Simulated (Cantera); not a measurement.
Charge: 1 mol MgO, 3.5 mol SO3, 0.067 mol H2O, at 1525 K and 0.170 bar.

Method: chemical equilibrium by Gibbs-energy minimisation in Cantera with the NASA 1993 tables (ideal gas, pure condensed phases). Candidate condensed phases: H2O, H2SO4, Mg, MgO, Mg(OH)2, MgS, MgSO4, S; 26 gas species. Equilibrium is a limit: real reactors are often held back by kinetics, nucleation or transport.

Base state: SO2 0.655, O2 0.327, H2O 0.0126, SO3 0.00509, OH 5.99e-5 (mole fractions); condensed: MgO(s).

Problem. What changes in the equilibrium state with this change: temperature from 1525 K to 1198.15 K?

Solution. 
```
species         before    after
-------------  -------  -------
SO2              0.655    0.629
O2               0.327    0.315
SO3            0.00509   0.0380
H2O             0.0126   0.0179
OH             5.99e-5  2.13e-6
MgO(s), mol       1.00        0
MgSO4(s), mol        0     1.00
```
